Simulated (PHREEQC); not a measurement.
A made-up water analysis in mmol/kgw, 25 °C, pH 3.71:

```csv
constituent,mmol/kgw
Na,110
K,0.118
Ca,2.06
Mg,3.61
Cl,10.6
S(6),58.6
Mn(2),0.302
Li,0.761
```

Valence states are taken as typed.

Computed with PHREEQC (Pitzer model, pitzer.dat).

Each row changes one thing in this solution. Precipitation was switched off in this run.

```tsv
case	HSO4- (mol/kgw)	SI of Gypsum (CaSO4:2H2O)	SI of Mirabilite (Na2SO4:10H2O)
as made	0.000375	-0.72	-2.82
temperature from 25 to 20 °C at the same typed pH	0.000328	-0.70	-2.59
Na from 110 to 330 mmol/kgw	0.000309	-0.87	-2.00
all concentrations times 3 at the same typed pH	0.000696	-0.24	-1.79
```
